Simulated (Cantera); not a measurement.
Input: 1 mol Si, 4.4 mol HBr, 51 mol N2, at 10.0 Torr.

Cantera equilibrium calculation (NASA polynomials, part measured and part estimated; ideal gas, pure solids and liquids). Candidate condensed phases: Br2, Si, Si3N4; 28 gas species. N2 is the only nitrogen source here; it is nearly inert below about 1500 K, so the nitride shown seldom forms there in practice. The tables' values for SiBr3 are old estimates; treat these amounts as uncertain. Equilibrium is a limit: real reactors are often held back by kinetics, nucleation or transport.

log p: log10 of the partial pressure in bar; n: condensed amount in mol.

```tsv
T (K)	log p N2	log p HBr	log p H2	log p SiBr2	log p SiBr4	log p Br	n Si3N4(s)
1148	-1.91	-3.04	-4.08	-6.07	-4.40	-5.39	0.277
1173	-1.91	-3.04	-4.08	-5.81	-4.41	-5.24	0.277
1198	-1.91	-3.04	-4.08	[?]	-4.43	[?]	0.277
1223	-1.91	-3.04	-4.07	-5.33	-4.45	-4.97	0.276
1248	-1.91	-3.05	-4.07	-5.12	-4.47	-4.84	0.274
1273	-1.91	-3.05	-4.06	-4.91	-4.51	-4.73	0.270
1298	-1.91	-3.05	-4.04	[?]	-4.56	[?]	0.265
1323	-1.91	-3.06	-4.02	-4.55	-4.64	-4.52	0.257
1348	-1.91	-3.06	-3.99	-4.40	-4.73	-4.43	0.247
```

### Question
What belongs in the gaps?

### Answer

- 1198, log p SiBr2: -5.57
- 1198, log p Br: -5.10
- 1298, log p SiBr2: -4.72
- 1298, log p Br: -4.62
